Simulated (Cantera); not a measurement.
Source: NASA polynomial tables (part measured, part estimated), evaluated in Cantera. Values are per mole of reaction as written; species without (g) are pure solids or liquids, kept so even where they would boil at 1 bar. TaC: taken at fixed stoichiometry.

### Question
Between 300 and 2423 K, where is each reaction favourable under standard conditions?
- 3 CO(g) + 3 Ta ⇌ 3 TaC + O₃(g)

### Answer
- 3 CO(g) + 3 Ta ⇌ 3 TaC + O₃(g): ΔG° is 146 kJ at 300 K and 846 kJ at 2423 K; it stays positive (K < 1). ΔH° is 105 kJ and ΔS° -306 J/K at 2423 K.
